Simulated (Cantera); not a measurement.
A closed system holds: 1 mol CO, 2.8 mol NH₃, 6.6 mol N₂, 0.33 mol CO₂, held at 2348 K and 1330 Pa.

Equilibrium computed with Cantera from the NASA thermochemical tables; the gas is ideal and each condensed phase is pure. Equilibrium is a limit: real reactors are often held back by kinetics, nucleation or transport.

```
species    before    after
-------  --------  -------
N₂          0.575    0.591
H₂          0.253    0.289
CO         0.0942   0.0951
H          0.0538  2.27e-5
H₂O        0.0214   0.0212
O        0.000112    <1e-9
NO        6.40e-5    <1e-9
OH       0.000781  3.30e-8
CO₂       0.00138  0.00321
```
Gas species are given as mole fractions.

Q: Name the change that produced these shifts.
(A) temperature from 2348 K to 625 K
(B) temperature from 2348 K to 2973 K
(C) temperature from 2348 K to 1400 K
(D) temperature from 2348 K to 2823.15 K

A: C, temperature from 2348 K to 1400 K
